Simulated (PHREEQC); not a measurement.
Dissolve 0.008 mol/kgw HCl, 0.037 mol/kgw FeCl3 and 5.9e-05 mol/kgw CuCl2 at 25 °C. Closed to the air; pH follows from the charge balance.

Equilibrium calculation in PHREEQC: ion-association model, wateq4f.dat.

This is a speciation only: nothing precipitates in the calculation.

Problem. Estimate the pH, ionic strength.

Solution. pH 1.89; ionic strength 0.174 mol/kgw.

Problem. In which forms is Cl present?

Solution. Cl- 86 %, FeCl+2 11 %, FeCl2+ 3.1 % of the Cl.

Examples of supersaturated solids here: Hematite (slow to form), Goethite (slow to form). Others may be too.
